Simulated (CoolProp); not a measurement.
R1123 along the isobar 11.3 MPa: fugacity coefficient from the reference equation and from simpler models built on Tc = 58.6 °C, pc = 4.549 MPa, ω = 0.243; each cubic takes its own stable root.

The numbers come from the reference Helmholtz-energy equation of state, Akasaka 2020 in CoolProp.

```json
[
 {"T (°C)": "-14.35", "phase": "liquid", "reference": "0.07556", "Redlich-Kwong": "0.1033", "Peng-Robinson": "0.07499"},
 {"T (°C)": "1.45", "phase": "liquid", "reference": "0.1154", "Redlich-Kwong": "0.1471", "Peng-Robinson": "0.1148"},
 {"T (°C)": "17.25", "phase": "liquid", "reference": "0.1653", "Redlich-Kwong": "0.1983", "Peng-Robinson": "0.1647"},
 {"T (°C)": "33.05", "phase": "liquid", "reference": "0.2244", "Redlich-Kwong": "0.2554", "Peng-Robinson": "0.2239"},
 {"T (°C)": "48.85", "phase": "liquid", "reference": "0.2910", "Redlich-Kwong": "…", "Peng-Robinson": "0.2902"},
 {"T (°C)": "64.65", "phase": "supercritical", "reference": "0.3626", "Redlich-Kwong": "0.3790", "Peng-Robinson": "0.3607"},
 {"T (°C)": "80.45", "phase": "supercritical", "reference": "0.4357", "Redlich-Kwong": "0.4412", "Peng-Robinson": "…"},
 {"T (°C)": "96.25", "phase": "supercritical", "reference": "0.5065", "Redlich-Kwong": "0.5008", "Peng-Robinson": "…"},
 {"T (°C)": "112.05", "phase": "supercritical", "reference": "0.5712", "Redlich-Kwong": "0.5557", "Peng-Robinson": "0.5610"},
 {"T (°C)": "127.85", "phase": "supercritical", "reference": "0.6278", "Redlich-Kwong": "0.6050", "Peng-Robinson": "0.6151"},
 {"T (°C)": "143.65", "phase": "supercritical", "reference": "0.6767", "Redlich-Kwong": "0.6484", "Peng-Robinson": "0.6625"},
 {"T (°C)": "159.45", "phase": "supercritical", "reference": "0.7190", "Redlich-Kwong": "0.6864", "Peng-Robinson": "…"},
 {"T (°C)": "175.25", "phase": "supercritical", "reference": "0.7559", "Redlich-Kwong": "0.7198", "Peng-Robinson": "0.7405"},
 {"T (°C)": "191.05", "phase": "supercritical", "reference": "0.7883", "Redlich-Kwong": "0.7491", "Peng-Robinson": "0.7728"},
 {"T (°C)": "206.85", "phase": "supercritical", "reference": "0.8170", "Redlich-Kwong": "0.7751", "Peng-Robinson": "0.8013"}
]
```

Some entries are withheld; supply them.


- 48.85, Redlich-Kwong: 0.3163
- 80.45, Peng-Robinson: 0.4317
- 96.25, Peng-Robinson: 0.4995
- 159.45, Peng-Robinson: 0.7040
